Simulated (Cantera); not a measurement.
A freely propagating, adiabatic, planar premixed flame of CH4 : H2 : O2 : N2 = 1 : 0.041 : 2.77 : 10.4 (molar parts), equivalence ratio 0.73, unburnt at 450 K and 4.34 atm; mixture-averaged transport, grid criteria slope 0.08 and curve 0.16, no radiation.

Model: GRI-Mech 3.0 (53 species, 325 reactions), integrated in Cantera. Burning velocities carry a grid error of a few per cent, more on coarse grids.

What does this change do: 1.1 parts CO2 added?


| quantity | before | after |
|---|---|---|
| laminar burning velocity | 25.7 cm/s | 14.1 cm/s |
| thermal thickness | 0.184 mm | 0.288 mm |
| peak x(H2O2) | 6.02e-5 | 4.67e-5 |
| peak x(HCO) | 8.76e-6 | 3.70e-6 |
| peak x(CH3) | 0.000690 | 0.000408 |
